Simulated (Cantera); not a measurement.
Input: 1 mol Si, 0.77 mol HCl, 3.4 mol H2, equilibrated at 1225 °C and 0.133 bar.

These are equilibrium values from Cantera (NASA tables, ideal gas, pure condensed phases), not measurements of a reactor. Candidate condensed phases: Si; 19 gas species. The tables' values for SiCl3 are old estimates; treat these amounts as uncertain. Rates play no part.

Base state: H2 0.862, HCl 0.0973, SiCl2 0.0352, SiCl3 0.00340, SiCl4 0.00105, SiHCl3 0.000954, SiH2Cl2 0.000138, H 4.38e-5 (mole fractions); condensed: Si(s).

Q: What changes in the equilibrium state with this change: HCl from 0.77 to 2.2 mol?

A: 
```csv
species,before,after
H2,0.862,0.744
HCl,0.0973,0.143
SiCl2,0.0352,0.0888
SiCl3,0.00340,0.0136
SiCl4,0.00105,0.00664
SiHCl3,0.000954,0.00354
SiH2Cl2,0.000138,0.000300
H,4.38e-5,4.07e-5
"Si(s), mol",0.831,0.379
```
